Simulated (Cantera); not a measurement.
A Cantera script and its output.

```python
import numpy as np
import cantera as ct

gas = ct.Solution("gri30.yaml")
gas.TPX = 600, 34000, {'CH4': 1, 'C2H6': 0.81, 'O2': 4, 'N2': 21.6}
inlet = ct.Reservoir(gas, clone=True)
gas.equilibrate("HP")  # start burning
reactor = ct.IdealGasConstPressureReactor(gas, energy="on", clone=False)
exhaust = ct.Reservoir(gas, clone=True)
tau = [0.35, 0.14, 0.052, 0.02, 0.0075, 0.0029, 0.0011, 0.00042, 0.00016, 6.2e-05, 2.4e-05, 9e-06][0]
for a, b in ((inlet, reactor), (reactor, exhaust)):
    ct.MassFlowController(a, b, mdot=lambda t: reactor.mass / tau)
net = ct.ReactorNet([reactor])
show = ['CH4', 'C2H6', 'O2', 'NO', 'OH', 'NO2', 'H2']

rows = []
print(f"{'tau/s':>10s}{'T/K':>9s}" + "".join(f"{s:>11s}" for s in show))
for tau in [0.35, 0.14, 0.052, 0.02, 0.0075, 0.0029, 0.0011, 0.00042, 0.00016, 6.2e-05, 2.4e-05, 9e-06]:
    net.initial_time = 0.0
    net.advance(30 * tau)
    before = gas.X
    net.advance(40 * tau)
    drift = np.max(np.abs(gas.X - before) / (gas.X + 1e-9))
    rows.append([gas.T, *gas[show].X, drift])
    print(f"{tau:10.3e}{gas.T:9.1f}" + "".join(f"{x:11.3e}" for x in gas[show].X))
```

It prints:

```
     tau/s      T/K        CH4       C2H6         O2         NO         OH        NO2         H2
 3.500e-01   2008.2  3.044e-06  2.129e-07  3.499e-04  2.586e-04  1.433e-03  2.848e-09  2.058e-02
 1.400e-01   1994.5  4.494e-06  4.434e-07  6.344e-04  2.706e-04  1.910e-03  3.173e-09  2.080e-02
 5.200e-02   1974.1  7.649e-06  9.745e-07  1.133e-03  2.626e-04  2.501e-03  3.290e-09  2.118e-02
 2.000e-02   1949.0  1.418e-05  2.110e-06  1.839e-03  2.344e-04  3.078e-03  3.115e-09  2.168e-02
 7.500e-03   1919.2  2.960e-05  4.834e-06  2.808e-03  1.926e-04  3.576e-03  2.712e-09  2.226e-02
 2.900e-03   1888.6  6.705e-05  1.146e-05  4.088e-03  1.510e-04  3.858e-03  2.263e-09  2.278e-02
 1.100e-03   1853.3  1.765e-04  3.073e-05  6.364e-03  1.104e-04  3.801e-03  1.857e-09  2.321e-02
 4.200e-04   1781.0  6.641e-04  1.138e-04  1.325e-02  5.510e-05  2.833e-03  1.604e-09  2.430e-02
 1.600e-04    600.0  3.648e-02  2.955e-02  1.459e-01 -2.621e-19  3.509e-25 -1.120e-19 -3.171e-16
 6.200e-05    600.0  3.648e-02  2.955e-02  1.459e-01 -2.073e-22  1.412e-25 -8.853e-23 -2.507e-19
 2.400e-05    600.0  3.648e-02  2.955e-02  1.459e-01 -1.309e-23  5.646e-26 -5.592e-24 -1.583e-20
 9.000e-06    600.0  3.648e-02  2.955e-02  1.459e-01 -8.270e-25  1.854e-26 -3.532e-25 -1.000e-21
```

Model: GRI-Mech 3.0 (53 species, 325 reactions), integrated in Cantera.
